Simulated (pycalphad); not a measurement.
An equivalent pycalphad script:

```python
from pycalphad import Database, equilibrium, calculate, variables as v
import numpy as np
db = Database('COST507.tdb')
comps = ['SI', 'FE', 'VA']
phases = ['BCC_B2', 'DIAMOND_A4', 'FCC_A1', 'FE2SI', 'FE5SI3', 'FESI', 'FESI2_H', 'FESI2_L', 'LIQUID']
eq = equilibrium(db, comps, phases, {v.X('FE'): 0.844, v.T: np.arange(2250, 499, -75), v.P: 101325, v.N: 1}, output=['HM', 'SM'])
```

Source of the numbers: pycalphad with the COST 507 light-alloy database (1999); pressure 1 atm. The data set is of 1999 and partly superseded. Amounts are mole fractions of atoms. Kinetics are ignored, which matters at the lower temperatures.

Results at three of the temperatures:

```
T = 1575.00 K, P = 101325 Pa, N = 1 mol of atoms
G = -101951 J/mol, H = 29457 J/mol, S = 83.43 J/(mol K)  (SER reference)
chemical potentials (J/mol): Si -153648, Fe -92395
phase             fraction      x(Si)      x(Fe)
BCC_A2              1.0000     0.1560     0.8440
```

```
T = 1500.00 K, P = 101325 Pa, N = 1 mol of atoms
G = -95761 J/mol, H = 26662 J/mol, S = 81.61 J/(mol K)  (SER reference)
chemical potentials (J/mol): Si -148800, Fe -85957
phase             fraction      x(Si)      x(Fe)
BCC_A2              1.0000     0.1560     0.8440
```

```
T = 825.00 K, P = 101325 Pa, N = 1 mol of atoms
G = -47742 J/mol, H = -915 J/mol, S = 56.76 J/(mol K)  (SER reference)
chemical potentials (J/mol): Si -113124, Fe -35657
phase             fraction      x(Si)      x(Fe)
BCC_B2              1.0000     0.1560     0.8440
```

Changes of the phase set, refined by bisection:

```tsv
T (K)	phases above	phases below
1658.9	liquid	bcc + liquid
1621.8	bcc + liquid	bcc
1327.1	bcc	ordered bcc (B2)
```

BCC_A2 is bcc; BCC_B2 is ordered bcc (B2).
